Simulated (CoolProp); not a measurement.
Ammonia at 519.77 K and 0.454 MPa flows at 0.06 m/s in a round tube of 1 mm bore and 15 µm roughness, fully developed (64/Re and Nu = 3.66 if laminar; Colebrook and Gnielinski if turbulent). Each further row changes one setting.

The numbers come from the reference Helmholtz-energy equation of state, Gao 2020 in CoolProp.

```
case               Reynolds number  Darcy friction factor  pressure drop (Pa/m)  heat-transfer coefficient (W/(m² K))  mass flow (kg/h)
-----------------  ---------------  ---------------------  --------------------  ------------------------------------  ----------------
as stated                     5.80                   11.0                  35.8                                   207          0.000305
velocity 0.12 m/s             11.6                   5.52                  71.6                                   207          0.000611
diameter 2 mm                 11.6                   5.52                  8.94                                   104           0.00122
```

Viscosity comes from a separate model (Fenghour 1995). Thermal conductivity comes from a separate model (Tufeu 1984).
